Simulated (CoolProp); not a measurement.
Computed with CoolProp (reference Helmholtz-energy equation of state, Lemmon 2022).

### Question
For R1234yf, give the phase and the speed of sound (m/s), isothermal compressibility (1/MPa), expansivity (1/kK), conductivity (mW/(m K)) at 341.8 K and 1020 kPa; 341.8 K and 2030 kPa; 341.8 K and 4740 kPa.

### Answer
- 341.8 K and 1020 kPa: gas; speed of sound 143, isothermal compressibility 1.19, expansivity 5.14, conductivity 17.8
- 341.8 K and 2030 kPa: liquid; speed of sound 245, isothermal compressibility 0.0334, expansivity 8.33, conductivity 50.9
- 341.8 K and 4740 kPa: liquid; speed of sound 317, isothermal compressibility 0.0165, expansivity 5.12, conductivity 54.8

Thermal conductivity comes from a separate model (Perkins 2011).
